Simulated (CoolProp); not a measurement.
Decamethyltetrasiloxane (MD2M) along the isotherm 28.05 °C: fugacity coefficient from the reference equation and from simpler models built on Tc = 326.2 °C, pc = 11.44 bar, ω = 0.635; each cubic takes its own stable root.

Model: reference Helmholtz-energy equation of state, Thol 2017, in CoolProp.

| p (bar) | phase | reference | Redlich-Kwong | Soave-Redlich-Kwong |
|---|---|---|---|---|
| 0.381 | liquid | 0.001760 | 0.07272 | 0.002085 |
| 0.763 | liquid | 0.0008837 | 0.03656 | 0.001048 |
| 1.14 | liquid | ___ | ___ | 0.0007058 |
| 1.53 | liquid | 0.0004457 | 0.01848 | 0.0005294 |
| 1.91 | liquid | ___ | 0.01491 | 0.0004268 |
| 2.29 | liquid | 0.0003011 | ___ | 0.0003583 |
| 2.67 | liquid | 0.0002597 | 0.01081 | 0.0003093 |
| 3.05 | liquid | 0.0002286 | 0.009528 | 0.0002725 |
| 3.43 | liquid | 0.0002044 | 0.008530 | 0.0002439 |
| 3.81 | liquid | ___ | 0.007732 | 0.0002209 |
| 4.19 | liquid | 0.0001692 | 0.007078 | 0.0002022 |
| 4.58 | liquid | ___ | 0.006521 | 0.0001862 |
| 4.96 | liquid | 0.0001446 | 0.006062 | 0.0001730 |
| 5.34 | liquid | 0.0001350 | 0.005669 | 0.0001618 |
| 5.72 | liquid | 0.0001268 | 0.005329 | ___ |

Problem. Some entries are withheld; supply them.

Solution. 
- 1.14, reference: 0.0005948
- 1.14, Redlich-Kwong: 0.02464
- 1.91, reference: 0.0003590
- 2.29, Redlich-Kwong: 0.01252
- 3.81, reference: 0.0001851
- 4.58, reference: 0.0001557
- 5.72, Soave-Redlich-Kwong: 0.0001520
